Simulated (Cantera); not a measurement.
Cantera run, input and output.

```python
import numpy as np
import cantera as ct

gas = ct.Solution("h2o2.yaml")
gas.TPX = 600, 1000000, {'H2': 1, 'O2': 0.806, 'N2': 8.87}
inlet = ct.Reservoir(gas, clone=True)
gas.equilibrate("HP")  # start burning
reactor = ct.IdealGasConstPressureReactor(gas, energy="on", clone=False)
exhaust = ct.Reservoir(gas, clone=True)
tau = [0.038, 0.019, 0.0094, 0.0047, 0.0024, 0.0012, 0.0006, 0.0003, 0.00015, 7.5e-05, 3.8e-05, 1.9e-05, 9.5e-06][0]
for a, b in ((inlet, reactor), (reactor, exhaust)):
    ct.MassFlowController(a, b, mdot=lambda t: reactor.mass / tau)
net = ct.ReactorNet([reactor])
show = ['H2', 'O2', 'H2O2', 'HO2', 'H2O', 'H']

rows = []
print(f"{'tau/s':>10s}{'T/K':>9s}" + "".join(f"{s:>11s}" for s in show))
for tau in [0.038, 0.019, 0.0094, 0.0047, 0.0024, 0.0012, 0.0006, 0.0003, 0.00015, 7.5e-05, 3.8e-05, 1.9e-05, 9.5e-06]:
    net.initial_time = 0.0
    net.advance(30 * tau)
    before = gas.X
    net.advance(40 * tau)
    drift = np.max(np.abs(gas.X - before) / (gas.X + 1e-9))
    rows.append([gas.T, *gas[show].X, drift])
    print(f"{tau:10.3e}{gas.T:9.1f}" + "".join(f"{x:11.3e}" for x in gas[show].X))
```

It prints:

```
     tau/s      T/K         H2         O2       H2O2        HO2        H2O          H
 3.800e-02   1316.2  9.965e-04  3.053e-02  1.724e-06  2.788e-05  9.720e-02  9.086e-07
 1.900e-02   1311.0  1.727e-03  3.087e-02  3.559e-06  4.038e-05  9.643e-02  1.699e-06
 9.400e-03   1300.6  3.172e-03  3.156e-02  7.747e-06  5.811e-05  9.490e-02  3.136e-06
 4.700e-03   1269.0  7.595e-03  3.367e-02  2.336e-05  8.664e-05  9.023e-02  5.234e-06
 2.400e-03    600.0  9.367e-02  7.550e-02 -2.074e-18  2.668e-15 -1.457e-15  1.954e-20
 1.200e-03    600.0  9.367e-02  7.550e-02  5.144e-19  1.307e-15  2.926e-17  1.953e-20
 6.000e-04    600.0  9.367e-02  7.550e-02  1.048e-19  6.676e-16  1.083e-19  1.952e-20
 3.000e-04    600.0  9.367e-02  7.550e-02  2.628e-20  3.337e-16  3.942e-20  1.952e-20
 1.500e-04    600.0  9.367e-02  7.550e-02  6.593e-21  1.670e-16  1.944e-20  1.951e-20
 7.500e-05    600.0  9.367e-02  7.550e-02  1.646e-21  8.345e-17  9.461e-21  1.951e-20
 3.800e-05    600.0  9.367e-02  7.550e-02  4.308e-22  4.246e-17  4.597e-21  1.950e-20
 1.900e-05    600.0  9.367e-02  7.550e-02  1.075e-22  2.121e-17  2.124e-21  1.948e-20
 9.500e-06    600.0  9.367e-02  7.550e-02  2.683e-23  1.060e-17  9.458e-22  1.944e-20
```

Model: the H2/O2 subset of GRI-Mech 3.0, which has no nitrogen chemistry, integrated in Cantera. The hydrogen kinetics of GRI-Mech 3.0 are dated; newer H2 mechanisms differ, most at raised pressure.
